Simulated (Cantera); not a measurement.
Input: 1 mol Si2Cl6, 9.4 mol H2, at 0.100 bar.

Points: T (K) = 1100, 1125, 1150, 1175, 1200, 1225, 1250, 1275, 1300.

Cantera's Mixture.equilibrate('TP', solver="vcs", rtol=1e-11, max_steps=5000) on the NASA tables stopped like this:

```
T = 1100 K  P = 10000 Pa  gas = 10.97 mol
   x: H2 8.207e-01  SiCL4 9.816e-02  HCL 4.186e-02  SiHCL3 2.838e-02  SiCL3 5.537e-03  SiCL2 4.348e-03  SiH2CL2 9.838e-04
   condensed (mol): Si(cr) 0.4925
ERROR: FAILURE its = 5001!

*******************************************************************************
CanteraError thrown by MultiPhase::equilibrate:
VCS solver failed. Return code: -1
*******************************************************************************
```

Question: What got this run through?

Answer: One answer among several that fit: The failure is numerical, not chemical. The same input converged with solver="gibbs", rtol=1e-10, max_steps=50000, and the result passed a check of the equilibrium conditions:
```
T = 1100 K  P = 10000 Pa  gas = 10.97 mol
   x: H2 8.207e-01  SiCL4 9.816e-02  HCL 4.186e-02  SiHCL3 2.838e-02  SiCL3 5.537e-03  SiCL2 4.348e-03  SiH2CL2 9.838e-04
   condensed (mol): Si(cr) 0.4925
T = 1125 K  P = 10000 Pa  gas = 11.01 mol
   x: H2 8.148e-01  SiCL4 9.470e-02  HCL 4.902e-02  SiHCL3 2.734e-02  SiCL3 6.934e-03  SiCL2 6.248e-03  SiH2CL2 9.687e-04
   condensed (mol): Si(cr) 0.5008
T = 1150 K  P = 10000 Pa  gas = 11.05 mol
   x: H2 8.081e-01  SiCL4 9.062e-02  HCL 5.682e-02  SiHCL3 2.617e-02  SiCL2 8.792e-03  SiCL3 8.535e-03  SiH2CL2 9.485e-04
   condensed (mol): Si(cr) 0.5072
T = 1175 K  P = 10000 Pa  gas = 11.1 mol
   x: H2 8.007e-01  SiCL4 8.589e-02  HCL 6.522e-02  SiHCL3 2.486e-02  SiCL2 1.212e-02  SiCL3 1.032e-02  SiH2CL2 9.230e-04
   condensed (mol): Si(cr) 0.5109
T = 1200 K  P = 10000 Pa  gas = 11.16 mol
   x: H2 7.925e-01  SiCL4 8.048e-02  HCL 7.410e-02  SiHCL3 2.342e-02  SiCL2 1.636e-02  SiCL3 1.225e-02  SiH2CL2 8.918e-04
   condensed (mol): Si(cr) 0.5109
T = 1225 K  P = 10000 Pa  gas = 11.23 mol
   x: H2 7.836e-01  HCL 8.336e-02  SiCL4 7.442e-02  SiHCL3 2.183e-02  SiCL2 2.163e-02  SiCL3 1.427e-02  SiH2CL2 8.548e-04
   condensed (mol): Si(cr) 0.5064
T = 1250 K  P = 10000 Pa  gas = 11.31 mol
   x: H2 7.742e-01  HCL 9.283e-02  SiCL4 6.777e-02  SiCL2 2.801e-02  SiHCL3 2.011e-02  SiCL3 1.628e-02  SiH2CL2 8.120e-04
   condensed (mol): Si(cr) 0.4965
T = 1275 K  P = 10000 Pa  gas = 11.39 mol
   x: H2 7.643e-01  HCL 1.023e-01  SiCL4 6.063e-02  SiCL2 3.551e-02  SiHCL3 1.828e-02  SiCL3 1.819e-02  SiH2CL2 7.639e-04
   condensed (mol): Si(cr) 0.4809
T = 1300 K  P = 10000 Pa  gas = 11.48 mol
   x: H2 7.541e-01  HCL 1.116e-01  SiCL4 5.319e-02  SiCL2 4.406e-02  SiCL3 1.987e-02  SiHCL3 1.637e-02  SiH2CL2 7.110e-04
   condensed (mol): Si(cr) 0.4593
```

The gas is ideal and each condensed phase is pure. The feed counts by its element totals alone. The tables' values for SiCl3 are old estimates; treat these amounts as uncertain.
